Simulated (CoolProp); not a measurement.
A single-stage vapour-compression cycle with propane: evaporating at 218.15 K (dew point), condensing at 239.15 K (bubble point), superheat 2 K, subcooling 2 K, compressor efficiency 0.85, no pressure losses. Each further row changes one setting.

The numbers come from the reference Helmholtz-energy equation of state, Lemmon 2009 in CoolProp.

| case | cooling COP | pressure ratio | discharge temperature (K) | refrigerating effect (kJ/kg) | volumetric capacity (kJ/m³) |
|---|---|---|---|---|---|
| as stated | [?] | 2.59 | 256.1 | 399 | 544 |
| evaporating temperature 223.15 K | 11.3 | 2.03 | 252.1 | [?] | 693 |
| condensing temperature 234.15 K | 11.1 | [?] | 248.1 | 410 | 559 |
| subcooling 7 K | 8.52 | 2.59 | 256.1 | 410 | 559 |
| superheat 12 K | [?] | 2.59 | [?] | 413 | [?] |
| compressor efficiency 0.75 | 7.31 | 2.59 | 260.3 | 399 | 544 |

Task: Complete the blanks.

Result: 
- as stated, cooling COP: 8.29
- evaporating temperature 223.15 K, refrigerating effect (kJ/kg): 405
- condensing temperature 234.15 K, pressure ratio: 2.10
- superheat 12 K, cooling COP: 8.19
- superheat 12 K, discharge temperature (K): 266.6
- superheat 12 K, volumetric capacity (kJ/m³): 537
